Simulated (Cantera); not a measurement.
Stirred combustor or abatement burner

A perfectly stirred reactor is fed with 14.9 % CH₄, 0.818 % CO, 17.7 % O₂, 66.6 % N₂, equivalence ratio 1.7, at 0.210 bar; it is adiabatic with a 700 K inlet, and is followed from long to short residence time, starting on the burning branch (τ in s: 0.15, 0.063, 0.027, 0.012, 0.0051, 0.0022, 0.00095, 0.00041, 0.00018, 7.7e-05, 3.3e-05, 1.4e-05).

Cantera simulation using GRI-Mech 3.0 (53 species, 325 reactions); the numbers are that mechanism's predictions, not measurements.

```tsv
τ (s)	T (K)	x CH₄	x CO	x O₂	x C₂H	x H	x HO₂
0.15	2037	0.000170	0.108	0.000108	1.81e-8	0.00347	1.03e-8
0.063	2035	0.000315	0.108	0.000229	6.56e-8	0.00378	2.20e-8
0.027	2031	0.000579	0.107	0.000486	2.12e-7	0.00402	5.08e-8
0.012	2026	0.00101	0.106	0.00101	5.53e-7	0.00422	1.24e-7
0.0051	2014	0.00177	0.104	0.00218	1.20e-6	0.00440	3.55e-7
0.0022	1988	0.00310	0.102	0.00480	1.95e-6	0.00448	1.15e-6
0.00095	1914	0.00657	0.0997	0.0123	2.14e-6	0.00396	5.28e-6
0.00041	700	0.149	0.00818	0.177	<1e-12	<1e-12	<1e-12
0.00018	700	0.149	0.00818	0.177	<1e-12	<1e-12	<1e-12
7.7e-5	700	0.149	0.00818	0.177	<1e-12	<1e-12	<1e-12
3.3e-5	700	0.149	0.00818	0.177	<1e-12	<1e-12	<1e-12
1.4e-5	700	0.149	0.00818	0.177	<1e-12	<1e-12	<1e-12
```
x: mole fraction; the columns are a selection and need not sum to one.
